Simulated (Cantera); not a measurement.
AlN + O₂ + H₂ (nitride etching)

Feed: 1 mol AlN, 0.4 mol O₂, 25 mol H₂, at 4.30 mbar.

These are equilibrium values from Cantera (NASA tables, ideal gas, pure condensed phases), not measurements of a reactor. Candidate condensed phases: Al, AlN, Al₂O₃, H₂O; 35 gas species. Mutual solubility and eutectic melting of coexisting phases are not modelled. The tables' values for AlOH are old estimates; treat these amounts as uncertain. Condensed phases not in the tables: aluminium oxynitride. The numbers say what is thermodynamically allowed, not how fast it happens.

From 1598 K to 1798 K the condensed part is AlN(s) + Al₂O₃(s). From 1848 K to 1898 K the condensed part is Al₂O₃(s). The main Al-bearing gas is Al at 1598 K and Al₂O at 1898 K. The share of Al in condensed phases is highest at 1598 K (99.8 %) and lowest at 1848 K (43.1 %).

| T (K) | log p H₂ | log p N₂ | log p H | log p Al | log p Al₂O | log p AlH | log p AlOH | n AlN(s) | n Al₂O₃(s) |
|---|---|---|---|---|---|---|---|---|---|
| 1598 | -2.37 | -4.34 | -5.46 | -6.68 | -7.51 | -7.94 | -8.80 | 0.465 | 0.267 |
| 1648 | -2.37 | -4.34 | -5.24 | -6.05 | -6.71 | -7.38 | -8.34 | 0.460 | 0.266 |
| 1698 | -2.37 | -4.32 | -5.03 | -5.47 | -5.96 | -6.87 | -7.91 | 0.437 | 0.264 |
| 1748 | -2.38 | -4.26 | -4.83 | -4.94 | -5.29 | -6.40 | -7.52 | 0.355 | 0.256 |
| 1798 | -2.38 | -4.13 | -4.64 | -4.48 | -4.71 | -6.01 | -7.17 | 0.105 | 0.228 |
| 1848 | -2.39 | -4.08 | -4.47 | -4.37 | -4.60 | -5.96 | -6.94 | 0 | 0.216 |
| 1898 | -2.39 | -4.08 | -4.30 | -4.36 | -4.61 | -6.01 | -6.75 | 0 | 0.217 |
log p: log10 of the partial pressure in bar; n: condensed amount in mol.
